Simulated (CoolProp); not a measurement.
Fluorine along the isotherm -124.65 °C: fugacity coefficient from the reference equation and from simpler models built on Tc = -128.7 °C, pc = 52.40 bar, ω = 0.045; each cubic takes its own stable root.

Computed with CoolProp (reference Helmholtz-energy equation of state, de Reuck 1990).

```json
[
 {"p (bar)": "0.414", "phase": "gas", "reference": "0.9976", "van der Waals": "0.9978", "Soave-Redlich-Kwong": "0.9975", "Peng-Robinson": "0.9972"},
 {"p (bar)": "0.785", "phase": "gas", "reference": "0.9955", "van der Waals": "0.9958", "Soave-Redlich-Kwong": "0.9953", "Peng-Robinson": "0.9947"},
 {"p (bar)": "1.49", "phase": "gas", "reference": "0.9915", "van der Waals": "0.9921", "Soave-Redlich-Kwong": "0.9911", "Peng-Robinson": "0.9900"},
 {"p (bar)": "2.82", "phase": "gas", "reference": "0.9840", "van der Waals": "0.9851", "Soave-Redlich-Kwong": "0.9832", "Peng-Robinson": "0.9812"},
 {"p (bar)": "5.35", "phase": "gas", "reference": "0.9696", "van der Waals": "0.9717", "Soave-Redlich-Kwong": "0.9682", "Peng-Robinson": "0.9645"},
 {"p (bar)": "10.1", "phase": "gas", "reference": "0.9426", "van der Waals": "0.9468", "Soave-Redlich-Kwong": "0.9402", "Peng-Robinson": "0.9335"},
 {"p (bar)": "19.2", "phase": "gas", "reference": "0.8910", "van der Waals": "0.8991", "Soave-Redlich-Kwong": "0.8875", "Peng-Robinson": "0.8756"},
 {"p (bar)": "36.4", "phase": "gas", "reference": "0.7939", "van der Waals": "0.8086", "Soave-Redlich-Kwong": "0.7897", "Peng-Robinson": "0.7703"},
 {"p (bar)": "69.1", "phase": "supercritical", "reference": "0.5928", "van der Waals": "0.6120", "Soave-Redlich-Kwong": "0.5932", "Peng-Robinson": "0.5689"},
 {"p (bar)": "131", "phase": "supercritical", "reference": "0.3841", "van der Waals": "0.4204", "Soave-Redlich-Kwong": "0.3919", "Peng-Robinson": "0.3680"}
]
```
